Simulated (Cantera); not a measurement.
Charge: 1 mol CHF3, 8.7 mol H2, at 4.43 Torr.

Equilibrium computed with Cantera from the NASA thermochemical tables; the gas is ideal and each condensed phase is pure. Candidate condensed phases: C, C6H6, C7H8, C8H18; 95 gas species. The numbers say what is thermodynamically allowed, not how fast it happens.

### Question
At 1875 K, list the 4 most abundant gas species with their mole fractions, and the condensed phases.

### Answer
H2 0.713, HF 0.279, H 0.00721, C2H2 (acetylene) 0.000226. Condensed: C(graphite).
